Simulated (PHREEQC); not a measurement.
1 kg of water holding 0.13 mol/kgw Na2CO3 and 0.14 mol/kgw Na2SO4 is evaporated at 30 °C; the solids stay in contact with the brine. The system is closed to CO2. Solids allowed: Burkeite, Mirabilite, Nahcolite, Natron, Thenardite, Trona. Others were left out.

Base run: PHREEQC, Pitzer model, pitzer.dat. Each further column changes one thing. The table gives water activity.

```json
[
 {"H2O removed (mol)": "0", "base": "0.989", "temperature from 30 to 5 °C": "0.989", "temperature from 30 to 25 °C": "0.989"},
 {"H2O removed (mol)": "9.886", "base": "0.987", "temperature from 30 to 5 °C": "0.987", "temperature from 30 to 25 °C": "0.987"},
 {"H2O removed (mol)": "18.01", "base": "0.984", "temperature from 30 to 5 °C": "0.985", "temperature from 30 to 25 °C": "0.985"},
 {"H2O removed (mol)": "30.18", "base": "0.978", "temperature from 30 to 5 °C": "0.979", "temperature from 30 to 25 °C": "0.978"},
 {"H2O removed (mol)": "34.69", "base": "0.974", "temperature from 30 to 5 °C": "0.976", "temperature from 30 to 25 °C": "0.974"},
 {"H2O removed (mol)": "38.4", "base": "0.968", "temperature from 30 to 5 °C": "0.974", "temperature from 30 to 25 °C": "0.969"},
 {"H2O removed (mol)": "43.95", "base": "0.955", "temperature from 30 to 5 °C": "0.968", "temperature from 30 to 25 °C": "0.955"},
 {"H2O removed (mol)": "46.01", "base": "0.945", "temperature from 30 to 5 °C": "0.963", "temperature from 30 to 25 °C": "0.946"},
 {"H2O removed (mol)": "47.7", "base": "0.933", "temperature from 30 to 5 °C": "0.957", "temperature from 30 to 25 °C": "0.934"},
 {"H2O removed (mol)": "49.09", "base": "0.918", "temperature from 30 to 5 °C": "0.948", "temperature from 30 to 25 °C": "0.919"},
 {"H2O removed (mol)": "50.23", "base": "0.897", "temperature from 30 to 5 °C": "0.937", "temperature from 30 to 25 °C": "0.900"},
 {"H2O removed (mol)": "51.94", "base": "0.835", "temperature from 30 to 5 °C": "0.890", "temperature from 30 to 25 °C": "0.845"},
 {"H2O removed (mol)": "52.58", "base": "0.833", "temperature from 30 to 5 °C": "0.834", "temperature from 30 to 25 °C": "0.826"}
]
```

 Constants without temperature data keep their 25 °C values here.
